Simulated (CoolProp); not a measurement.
Tetrahydrofuran at several states: Z from the reference equation and from simpler models built on Tc = 540.2 K, pc = 5.304 MPa, ω = 0.234; each cubic takes its own stable root.

Values from CoolProp's reference Helmholtz-energy equation of state, Fiedler 2023.

```tsv
T (K)	p (MPa)	phase	reference
265.7	4.41	liquid	0.1564
309	0.351	liquid	0.01132
336.8	7.49	liquid	0.2278
519.6	0.465	gas	0.9654
235.2	0.0426	liquid	0.001654
293.3	0.0621	liquid	0.002069
```

Question: How far does each simpler model (van der Waals, Redlich-Kwong, Soave-Redlich-Kwong, Peng-Robinson) lie from the reference over these 6 states: mean and median of the absolute difference, and the worst?

Answer: 
- van der Waals: mean 17855.0 %, median 62.5 %, worst +59404.2 % at 235.2 K and 0.0426 MPa
- Redlich-Kwong: mean 8.4 %, median 10.0 %, worst +10.4 % at 235.2 K and 0.0426 MPa
- Soave-Redlich-Kwong: mean 6.6 %, median 7.6 %, worst +9.0 % at 235.2 K and 0.0426 MPa
- Peng-Robinson: mean 3.5 %, median 4.1 %, worst -5.0 % at 336.8 K and 7.49 MPa

At some of these states van der Waals gives the other phase, because its saturation line lies elsewhere.
